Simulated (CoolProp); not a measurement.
Properties of octamethylcyclotetrasiloxane (D4) along the isotherm 620 K.

Model: reference Helmholtz-energy equation of state, Thol 2015, in CoolProp.

| p (MPa) | phase | Z | cp (kJ/(kg K)) | isothermal compressibility (1/MPa) | expansivity (1/kK) | fugacity coefficient |
|---|---|---|---|---|---|---|
| 0.0449 | gas | 0.9905 | 2.041 | 22.49 | 1.674 | 0.9906 |
| 0.0898 | gas | 0.9809 | 2.044 | 11.36 | 1.738 | 0.9812 |
| 0.135 | gas | 0.9711 | 2.047 | 7.632 | 1.807 | 0.9717 |
| 0.18 | gas | 0.9612 | 2.050 | 5.785 | 1.878 | 0.9624 |
| 0.225 | gas | 0.9512 | 2.053 | 4.680 | 1.954 | 0.9530 |
| 0.269 | gas | 0.9413 | 2.056 | 3.958 | 2.033 | 0.9440 |
| 0.314 | gas | 0.9310 | 2.060 | 3.431 | 2.118 | 0.9347 |
| 0.359 | gas | 0.9206 | 2.063 | 3.038 | 2.208 | 0.9255 |
| 0.404 | gas | 0.9101 | 2.067 | 2.734 | 2.304 | 0.9163 |
| 0.449 | gas | 0.8994 | 2.071 | 2.492 | 2.406 | 0.9071 |
| 0.494 | gas | 0.8886 | 2.076 | 2.297 | 2.514 | 0.8980 |
| 0.539 | gas | 0.8777 | 2.081 | 2.135 | 2.630 | 0.8889 |
| 0.584 | gas | 0.8665 | 2.086 | 2.000 | 2.754 | 0.8798 |
| 0.629 | gas | 0.8553 | 2.091 | 1.885 | 2.887 | 0.8708 |
| 0.674 | gas | 0.8438 | 2.097 | 1.787 | 3.029 | 0.8618 |
